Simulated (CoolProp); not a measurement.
Vapour-liquid equilibrium of ethylene (1) + ethane (2) at 259.5 K; x and y are mole fractions of (1).

Model: multi-fluid Helmholtz-energy mixture model, Smukala 2000 and Bücker 2006; pair parameters Bell 2016, in CoolProp.

Question: Give the bubble pressure and the first vapour's composition at x = 0.425, 0.725, 0.875. Is there an azeotrope?

Answer: x = 0.425: 22.45 bar, y = 0.513; x = 0.725: 26.10 bar, y = 0.782; x = 0.875: 28.00 bar, y = 0.904. No azeotrope shows between x = 0.05 and 0.95.

Pair parameters are fitted to limited data, so mixtures are less certain than the pure fluids.
